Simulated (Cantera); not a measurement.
A jet of CH4 : O2 : N2 = 0.06 : 0.086 : 0.79 (molar parts), equivalence ratio 1.4 at 300 K and 27.0 Torr hits a platinum plate 7.5 cm away at a mass flux of 0.15 kg/m²/s; the plate temperature is set and raised in steps from an oxygen-covered start.

Detailed kinetics in Cantera: Deutschmann's 1995 Pt surface mechanism with GRI-Mech 3.0 gas chemistry. Catalytic surfaces can have several steady states; this one follows from the mechanism file's or the stated starting coverage.

x: mole fraction at the wall; θ: surface coverage.

```json
[
 {"plate T (K)": "850", "wall x CH4": "0.0538", "wall x O2": "0.0698", "wall x H2O": "0.0194", "wall x OH": "1.11e-8", "wall x CO": "1.79e-5", "wall x CO2": "0.0127", "θ free Pt": "0.215", "θ O*": "0.784", "θ OH*": "0.000914", "θ CO*": "2.83e-5", "θ C*": "7.23e-8"},
 {"plate T (K)": "900", "wall x CH4": "0.0442", "wall x O2": "0.0492", "wall x H2O": "0.0374", "wall x OH": "4.58e-8", "wall x CO": "2.25e-5", "wall x CO2": "0.0246", "θ free Pt": "0.316", "θ O*": "0.682", "θ OH*": "0.00114", "θ CO*": "2.77e-5", "θ C*": "9.86e-8"},
 {"plate T (K)": "950", "wall x CH4": "?", "wall x O2": "?", "wall x H2O": "0.0939", "wall x OH": "<1e-8", "wall x CO": "0.0461", "wall x CO2": "?", "θ free Pt": "0.837", "θ O*": "?", "θ OH*": "?", "θ CO*": "?", "θ C*": "0.00506"},
 {"plate T (K)": "1000", "wall x CH4": "0.0110", "wall x O2": "0.00534", "wall x H2O": "0.0951", "wall x OH": "<1e-8", "wall x CO": "0.0497", "wall x CO2": "0.00685", "θ free Pt": "0.906", "θ O*": "?", "θ OH*": "?", "θ CO*": "?", "θ C*": "0.00513"},
 {"plate T (K)": "1050", "wall x CH4": "0.0103", "wall x O2": "0.00513", "wall x H2O": "0.0942", "wall x OH": "<1e-8", "wall x CO": "0.0500", "wall x CO2": "0.00736", "θ free Pt": "0.950", "θ O*": "1.69e-5", "θ OH*": "9.34e-6", "θ CO*": "0.0463", "θ C*": "0.00323"}
]
```

**Question.** What belongs in the gaps?

**Answer.** 
- 950, wall x CH4: 0.0125
- 950, wall x O2: 0.00591
- 950, wall x CO2: 0.00929
- 950, θ O*: 2.19e-5
- 950, θ OH*: 1.46e-5
- 950, θ CO*: 0.158
- 1000, θ O*: 1.50e-5
- 1000, θ OH*: 1.03e-5
- 1000, θ CO*: 0.0881
